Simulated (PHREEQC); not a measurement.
## Polishing slurry liquid: an equilibrium model

Dissolve 1.2 mol/kgw KOH and 1.43 mol/kgw KNO3 at 37 °C. It is in equilibrium with CO2 at log p = -1 (atm). Otherwise closed; pH follows from the charge balance.

The numbers come from PHREEQC with the ion-association model, phreeqc.dat.

No solid was allowed to form.

Task: What pH does the model give?

Result: pH 8.70.

Task: In which forms is C present?

Result: HCO3- 88 %, CO3-2 12 % of the C.

Ionic strength above about 0.7 mol/kgw puts this run outside the model's range. Away from 25 °C the constants follow the database's enthalpies or fits; those with neither stay at their 25 °C values.
